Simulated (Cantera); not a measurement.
# Equilibrium for titanium nitride, carbide and oxide coatings: Ti(OiPr)₄ + O₂

Input: 1 mol Ti(OiPr)₄, 0.057 mol O₂, equilibrated at 0.00133 bar.

Equilibrium computed with Cantera from the NASA thermochemical tables; the gas is ideal and each condensed phase is pure. Candidate condensed phases: C, C₆H₆, C₇H₈, C₈H₁₈, H₂O, Ti, TiC, TiO, TiO₂, Ti₂O₃, Ti₃O₅, Ti₄O₇; 113 gas species. The feed counts by its element totals alone. TiC: taken at fixed stoichiometry. Condensed phases not in the tables: Magnéli phases beyond Ti₄O₇. Kinetics and transport are ignored.

At 1000 K the condensed part is C(graphite) + TiO₂(rutile) + Ti₄O₇(s). At 1075 K the condensed part is C(graphite) + Ti₃O₅(s). From 1150 K to 1825 K the condensed part is C(graphite) + TiC(s).

```json
[
 {"T (K)": "1000", "log p H₂": "-2.94", "log p CO": "-3.73", "log p H": "-10.11", "log p C₂H₂ (acetylene)": "-11.88", "log p CH₄": "-6.90", "log p H₂O": "-7.07", "log p CO₂": "-7.70", "n C(graphite)": "9.71", "n TiO₂(rutile)": "0.294", "n Ti₄O₇(s)": "0.177", "n Ti₃O₅(s)": "0", "n TiC(s)": "0"},
 {"T (K)": "1075", "log p H₂": "-2.95", "log p CO": "-3.70", "log p H": "-9.31", "log p C₂H₂ (acetylene)": "-11.07", "log p CH₄": "-7.24", "log p H₂O": "-7.55", "log p CO₂": "-8.27", "n C(graphite)": "9.55", "n TiO₂(rutile)": "0", "n Ti₄O₇(s)": "0", "n Ti₃O₅(s)": "0.333", "n TiC(s)": "0"},
 {"T (K)": "1150", "log p H₂": "-2.99", "log p CO": "-3.52", "log p H": "-8.62", "log p C₂H₂ (acetylene)": "-10.40", "log p CH₄": "-7.60", "log p H₂O": "-7.83", "log p CO₂": "-8.44", "n C(graphite)": "6.89", "n TiO₂(rutile)": "0", "n Ti₄O₇(s)": "0", "n Ti₃O₅(s)": "0", "n TiC(s)": "1.00"},
 {"T (K)": "1225", "log p H₂": "-2.99", "log p CO": "-3.52", "log p H": "-8.00", "log p C₂H₂ (acetylene)": "-9.78", "log p CH₄": "-7.86", "log p H₂O": "-8.21", "log p CO₂": "-8.91", "n C(graphite)": "6.89", "n TiO₂(rutile)": "0", "n Ti₄O₇(s)": "0", "n Ti₃O₅(s)": "0", "n TiC(s)": "1.00"},
 {"T (K)": "1300", "log p H₂": "-2.99", "log p CO": "-3.52", "log p H": "-7.45", "log p C₂H₂ (acetylene)": "-9.23", "log p CH₄": "-8.08", "log p H₂O": "-8.55", "log p CO₂": "-9.32", "n C(graphite)": "6.89", "n TiO₂(rutile)": "0", "n Ti₄O₇(s)": "0", "n Ti₃O₅(s)": "0", "n TiC(s)": "1.00"},
 {"T (K)": "1375", "log p H₂": "-2.99", "log p CO": "-3.52", "log p H": "-6.96", "log p C₂H₂ (acetylene)": "-8.74", "log p CH₄": "-8.28", "log p H₂O": "-8.84", "log p CO₂": "-9.69", "n C(graphite)": "6.89", "n TiO₂(rutile)": "0", "n Ti₄O₇(s)": "0", "n Ti₃O₅(s)": "0", "n TiC(s)": "1.00"},
 {"T (K)": "1450", "log p H₂": "-2.99", "log p CO": "-3.52", "log p H": "-6.52", "log p C₂H₂ (acetylene)": "-8.30", "log p CH₄": "-8.46", "log p H₂O": "-9.11", "log p CO₂": "-10.02", "n C(graphite)": "6.89", "n TiO₂(rutile)": "0", "n Ti₄O₇(s)": "0", "n Ti₃O₅(s)": "0", "n TiC(s)": "1.00"},
 {"T (K)": "1525", "log p H₂": "-2.99", "log p CO": "-3.52", "log p H": "-6.12", "log p C₂H₂ (acetylene)": "-7.90", "log p CH₄": "-8.62", "log p H₂O": "-9.35", "log p CO₂": "-10.31", "n C(graphite)": "6.89", "n TiO₂(rutile)": "0", "n Ti₄O₇(s)": "0", "n Ti₃O₅(s)": "0", "n TiC(s)": "1.00"},
 {"T (K)": "1600", "log p H₂": "-2.99", "log p CO": "-3.52", "log p H": "-5.76", "log p C₂H₂ (acetylene)": "-7.55", "log p CH₄": "-8.76", "log p H₂O": "-9.57", "log p CO₂": "-10.57", "n C(graphite)": "6.89", "n TiO₂(rutile)": "0", "n Ti₄O₇(s)": "0", "n Ti₃O₅(s)": "0", "n TiC(s)": "1.00"},
 {"T (K)": "1675", "log p H₂": "-2.99", "log p CO": "-3.52", "log p H": "-5.43", "log p C₂H₂ (acetylene)": "-7.22", "log p CH₄": "-8.90", "log p H₂O": "-9.76", "log p CO₂": "-10.81", "n C(graphite)": "6.88", "n TiO₂(rutile)": "0", "n Ti₄O₇(s)": "0", "n Ti₃O₅(s)": "0", "n TiC(s)": "1.00"},
 {"T (K)": "1750", "log p H₂": "-2.99", "log p CO": "-3.52", "log p H": "-5.13", "log p C₂H₂ (acetylene)": "-6.93", "log p CH₄": "-9.02", "log p H₂O": "-9.94", "log p CO₂": "-11.03", "n C(graphite)": "6.88", "n TiO₂(rutile)": "0", "n Ti₄O₇(s)": "0", "n Ti₃O₅(s)": "0", "n TiC(s)": "1.00"},
 {"T (K)": "1825", "log p H₂": "-2.99", "log p CO": "-3.52", "log p H": "-4.85", "log p C₂H₂ (acetylene)": "-6.66", "log p CH₄": "-9.13", "log p H₂O": "-10.11", "log p CO₂": "-11.23", "n C(graphite)": "6.88", "n TiO₂(rutile)": "0", "n Ti₄O₇(s)": "0", "n Ti₃O₅(s)": "0", "n TiC(s)": "1.00"}
]
```
log p: log10 of the partial pressure in bar; n: condensed amount in mol.
